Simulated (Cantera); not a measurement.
Input: 1 mol Cr2O3, 8.1 mol H2, 2.7 mol N2, at 5.60 bar.

Cantera equilibrium calculation (NASA polynomials, part measured and part estimated; ideal gas, pure solids and liquids). Candidate condensed phases: Cr, CrN, Cr2N, Cr2O3, H2O; 29 gas species. The numbers say what is thermodynamically allowed, not how fast it happens.

### Question
At 925 K, list the 4 most abundant gas species with their mole fractions, and the condensed phases.

### Answer
H2 0.749, N2 0.250, NH3 0.00180, H2O 9.99e-5. Condensed: CrN(s) + Cr2O3(s).
